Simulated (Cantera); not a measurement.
Charge: 1 mol FeS₂, 0.063 mol SO₂, 12 mol N₂, at 0.100 bar.

Cantera equilibrium calculation (NASA polynomials, part measured and part estimated; ideal gas, pure solids and liquids). Candidate condensed phases: Fe, FeO, FeS, FeSO₄, FeS₂, Fe₂O₃, Fe₂(SO₄)₃, Fe₃O₄, S; 19 gas species. FeS: taken at fixed stoichiometry. Equilibrium is a limit: real reactors are often held back by kinetics, nucleation or transport.

x: gas mole fraction; n: condensed amount in mol.

```
T (°C)   x N₂    x S₂    x SO₂      x SO       x S  n FeS(s)  n FeS(l)
------  -----  ------  -------  --------  --------  --------  --------
1150    0.955  0.0396  0.00479  0.000279   9.99e-6      1.00         0
1225    0.955  0.0395  0.00470  0.000461   2.50e-5         0     1.000
1300    0.955  0.0395  0.00457       [?]       [?]         0     1.000
1375    0.955  0.0393  0.00439   0.00108  0.000122         0     1.000
1450    0.955  0.0392  0.00416   0.00154  0.000243         0     1.000
1525    0.954  0.0389  0.00388       [?]       [?]         0     0.999
1600    0.954  0.0387  0.00354   0.00279  0.000815         0     0.995
```

What belongs in the gaps?


- 1525, x SO: 0.00212
- 1525, x S: 0.000456
- 1300, x SO: 0.000723
- 1300, x S: 5.74e-5
